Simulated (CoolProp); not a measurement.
Dimethyl carbonate at several states: Z from the reference equation and from simpler models built on Tc = 283.9 °C, pc = 49.09 bar, ω = 0.346; each cubic takes its own stable root.

Values from CoolProp's reference Helmholtz-energy equation of state, Zhou 2011.

| T (°C) | p (bar) | phase | reference | Redlich-Kwong | Soave-Redlich-Kwong | Peng-Robinson |
|---|---|---|---|---|---|---|
| 46.35 | 71 | liquid | 0.2310 | 0.2685 | 0.2594 | 0.2305 |
| 60.15 | 15.5 | liquid | 0.04950 | 0.05787 | 0.05552 | 0.04925 |
| 160.45 | 19 | liquid | 0.05462 | 0.06560 | 0.06164 | 0.05439 |
| 289.45 | 229 | supercritical | 0.6044 | 0.6691 | 0.6710 | 0.6031 |
| 199.15 | 0.142 | gas | 0.9983 | 0.9984 | 0.9983 | 0.9982 |
